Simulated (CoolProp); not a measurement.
Vapour-liquid equilibrium of ethanol (1) + ethylbenzene (2) at 469.6 K; x and y are mole fractions of (1).

Values from CoolProp's multi-fluid Helmholtz-energy mixture model, Schroeder 2014 and Zhou 2012; pair parameters Bell 2016.

```tsv
x	bubble pressure (MPa)	y at the bubble point	dew pressure at overall composition x (MPa)	liquid density (mol/L)
0.05	0.6795	0.394	0.4258	6.684
0.15	1.114	…	0.4788	6.956
0.25	1.425	0.714	0.5456	7.259
0.35	1.655	0.760	0.6325	7.600
0.45	1.840	0.793	0.7504	7.993
0.55	2.005	0.823	0.9195	8.453
0.65	2.167	0.852	1.179	9.005
0.75	2.334	0.886	…	9.681
0.85	2.509	0.926	2.154	10.52
0.95	2.689	0.973	2.605	…
```

Complete the blanks.


- 0.15, y at the bubble point: 0.629
- 0.75, dew pressure at overall composition x (MPa): 1.601
- 0.95, liquid density (mol/L): 11.59

No azeotrope shows between x = 0.05 and 0.95.

The pair parameters rest on a limited set of measurements; away from them the model extrapolates.
